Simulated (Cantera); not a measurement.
Charge: 1 mol SiHCl₃, 3.5 mol NH₃, 0.24 mol H₂, held at 7700 Pa.

Equilibrium computed with Cantera from the NASA thermochemical tables; the gas is ideal and each condensed phase is pure. Candidate condensed phases: NH₄Cl, Si, Si₃N₄; 28 gas species. The tables' values for SiCl₃ are old estimates; treat these amounts as uncertain. Kinetics and transport are ignored. All values below are at 1177 °C.

Base state: H₂ 0.543, HCl 0.306, N₂ 0.136, SiCl₂ 0.00737, SiCl₄ 0.00431, SiCl₃ 0.00295, SiHCl₃ 0.000660, H 2.51e-5 (mole fractions); condensed: Si₃N₄(s).

**Question.** What changes in the equilibrium state with this change: pressure from 7700 Pa to 1000 Pa?

**Answer.** 
| species | before | after |
|---|---|---|
| H₂ | 0.543 | 0.547 |
| HCl | 0.306 | 0.282 |
| N₂ | 0.136 | 0.143 |
| SiCl₂ | 0.00737 | 0.0234 |
| SiCl₄ | 0.00431 | 0.00150 |
| H | 2.51e-5 | 6.99e-5 |
| SiHCl₃ | 0.000660 | 0.000251 |
| Si₃N₄(s), mol | 0.289 | 0.251 |
